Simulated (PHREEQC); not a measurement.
## Reverse-osmosis permeate (model solution)

A made-up water analysis in mg/kgw, 5 °C, pH 6.72, pe 9.2: Na 0.767; K 1.64; Ca 6.41; Mg 0.526; Cl 3.19; S(6) as SO4 7.3; Alkalinity as HCO3 12; Br 0.561; Si as SiO2 0.703; Cd 0.0141; Ba 0.0237; Pb 0.566.

Valence states are taken as typed.

All values are PHREEQC results (ion-association model, phreeqc.dat), not measurements.

- ionic strength = 0.000696 mol/kgw
- charge-balance error = -0.1 %

| species | molality | activity | log γ |
|---|---|---|---|
| HCO3- | 0.000195 | 0.000189 | -0.012 |
| Ca+2 | 0.000158 | 0.000141 | -0.050 |
| CO2 | 0.000118 | 0.000118 | 0.000 |
| Cl- | 9.00e-5 | 8.74e-5 | -0.013 |
| SO4-2 | 7.43e-5 | 6.62e-5 | -0.050 |
| K+ | 4.19e-5 | 4.07e-5 | -0.013 |
| Na+ | 3.33e-5 | 3.24e-5 | -0.013 |

No solid was allowed to form. Species that the database lacks are ignored. Constants without temperature data keep their 25 °C values here.
